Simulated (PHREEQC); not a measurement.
A made-up water analysis in mmol/kgw, 25 °C, pH 3.09, pe 12.9: Na 1.53; K 0.253; Ca 1.56; Mg 1.01; Cl 0.848; S(6) 6.33; Cu(2) 0.0102; Al 2.02; Zn 0.00142; F 0.128; Fe(3) 0.00703.

Valence states are taken as typed.

Computed with PHREEQC (ion-association model, wateq4f.dat).

Each row changes one thing in this solution. This is a speciation only: nothing precipitates in the calculation.

```
case                                               ionic strength (mol/kgw)  SO4-2 (mol/kgw)  Ca+2 (mol/kgw)  Mg+2 (mol/kgw)  Al+3 (mol/kgw)  HSO4- (mol/kgw)  SI of Gypsum (CaSO4:2H2O)  SI of Jarosite-K (KFe3(SO4)2(OH)6)
-------------------------------------------------  ------------------------  ---------------  --------------  --------------  --------------  ---------------  -------------------------  ----------------------------------
as made                                                              0.0166          0.00392         0.00121        0.000753        0.000428         0.000213                      -1.18                               -1.73
temperature from 25 to 90 °C at the same typed pH                    0.0141          0.00298         0.00116        0.000515        0.000310         0.000866                      -1.13                               -1.84
Zn from 0.00142 to 0.00284 mmol/kgw                                  0.0166          0.00392         0.00121        0.000753        0.000428         0.000213                      -1.18                               -1.73
```

Some of these states are supersaturated (in Hematite (slow to form), Goethite (slow to form), for instance). Away from 25 °C the constants follow the database's enthalpies or fits; those with neither stay at their 25 °C values. Fluoro complexes past AlF4- and FeF3 are missing from the database.
